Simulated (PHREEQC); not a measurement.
Consider water at 25 °C with 0.0044 mol/kgw HF, 0.27 mol/kgw (CH3)4NF and 3.1e-07 mol/kgw H4SiO4. Closed to the air; pH follows from the charge balance.

Computed with PHREEQC (ion-association model, phreeqc.dat).

```json
[
 {"quantity": "pH", "before": "5.07", "after": "2.85"},
 {"quantity": "ionic strength (mol/kgw)", "before": "0.270", "after": "0.00146"},
 {"quantity": "HF2- (mol/kgw)", "before": "0.00221", "after": "1.62e-5"},
 {"quantity": "HF (mol/kgw)", "before": "0.00218", "after": "0.00292"},
 {"quantity": "SI of Quartz (SiO2)", "before": "-8.57", "after": "-4.23"}
]
```

### Question
Name the change that produced these shifts.
(A) (CH3)4NF left out
(B) HF from 0.0044 to 0.00484 mol/kgw
(C) HF left out
(D) H4SiO4 from 3.1e-07 to 6.2e-08 mol/kgw
(E) temperature from 25 to 50 °C

### Answer
A, (CH3)4NF left out

Precipitation was switched off in this run. (CH3)4N+ isn't in the database: it is added as a free cation with an ion size of 4 Å. SiF6-2 is the database's only silicon fluoride.
